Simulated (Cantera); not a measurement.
A perfectly stirred reactor is fed with 1.70 % CH₄, 2.04 % C₂H₆, 0.899 % C₃H₈, 20.0 % O₂, 75.3 % N₂, equivalence ratio 0.75, at 61000 Pa; it is adiabatic with a 475 K inlet, and is followed from long to short residence time, starting on the burning branch (τ in s: 0.31, 0.12, 0.049, 0.019, 0.0077, 0.0031, 0.0012, 0.00048, 0.00019, 7.6e-05, 3e-05, 1.2e-05, 4.8e-06).

Computed with Cantera and GRI-Mech 3.0 (53 species, 325 reactions). GRI-Mech 3.0 was tuned for natural gas; its chemistry of propane as a main component is partial and can be far from experiment.

x: mole fraction; the columns are a selection and need not sum to one.

| τ (s) | T (K) | x CH₄ | x C₂H₆ | x C₃H₈ | x CO₂ | x CH₂O |
|---|---|---|---|---|---|---|
| 0.31 | 2066 | 5.58e-7 | 9.05e-8 | ___ | 0.0813 | 2.30e-7 |
| 0.12 | 2058 | 1.15e-6 | 2.13e-7 | ___ | 0.0807 | 4.97e-7 |
| 0.049 | 2042 | 2.12e-6 | 4.56e-7 | ___ | 0.0795 | 9.64e-7 |
| 0.019 | 2015 | 3.97e-6 | 9.79e-7 | ___ | 0.0775 | 1.90e-6 |
| 0.0077 | 1978 | 7.39e-6 | 2.00e-6 | ___ | 0.0748 | 3.70e-6 |
| 0.0031 | 1929 | 1.45e-5 | 4.12e-6 | ___ | 0.0714 | 7.40e-6 |
| 0.0012 | 1866 | 3.17e-5 | 9.15e-6 | ___ | 0.0669 | 1.58e-5 |
| 0.00048 | 1795 | 7.58e-5 | 2.16e-5 | ___ | 0.0610 | 3.54e-5 |
| 0.00019 | 1705 | 0.000236 | 6.52e-5 | ___ | 0.0503 | 9.58e-5 |
| 7.6e-5 | 475 | 0.0170 | 0.0204 | 0.00899 | <1e-12 | <1e-12 |
| 3.0e-5 | 475 | 0.0170 | 0.0204 | 0.00899 | <1e-12 | <1e-12 |
| 1.2e-5 | 475 | 0.0170 | 0.0204 | 0.00899 | <1e-12 | <1e-12 |
| 4.8e-6 | 475 | 0.0170 | 0.0204 | 0.00899 | <1e-12 | <1e-12 |

Problem. What belongs in the gaps?

Solution. 
- 0.31, x C₃H₈: 4.15e-8
- 0.12, x C₃H₈: 9.69e-8
- 0.049, x C₃H₈: 2.04e-7
- 0.019, x C₃H₈: 4.25e-7
- 0.0077, x C₃H₈: 8.33e-7
- 0.0031, x C₃H₈: 1.65e-6
- 0.0012, x C₃H₈: 3.53e-6
- 0.00048, x C₃H₈: 8.15e-6
- 0.00019, x C₃H₈: 2.43e-5
